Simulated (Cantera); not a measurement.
A closed system holds: 1 mol PbO, 0.84 mol N2, 0.0019 mol CH4, equilibrated at 13.0 Pa.

Method: chemical equilibrium by Gibbs-energy minimisation in Cantera with the NASA 1993 tables (ideal gas, pure condensed phases). Candidate condensed phases: C, C6H6, C7H8, C8H18, H2O, Pb, PbO, PbO2, Pb3O4; 139 gas species. Kinetics and transport are ignored.

Task: Which condensed phases are stable at each of these points (T (K)): 773, 798, 823, 848, 873, 898, 923, 948, 973, 998, 1023, 1048?

Result: 
```tsv
T (K)	condensed phases	Pb condensed (%)
773	Pb(l) + PbO(yellow)	100.0
798	Pb(l) + PbO(yellow)	100.0
823	Pb(l) + PbO(yellow)	99.9
848	Pb(l) + PbO(yellow)	99.8
873	Pb(l) + PbO(yellow)	99.6
898	PbO(yellow)	99.2
923	PbO(yellow)	99.2
948	PbO(yellow)	99.2
973	PbO(yellow)	99.2
998	PbO(yellow)	99.1
1023	PbO(yellow)	98.8
1048	PbO(yellow)	98.3
```

From 773 K to 873 K the condensed part is Pb(l) + PbO(yellow). From 898 K to 1048 K the condensed part is PbO(yellow).
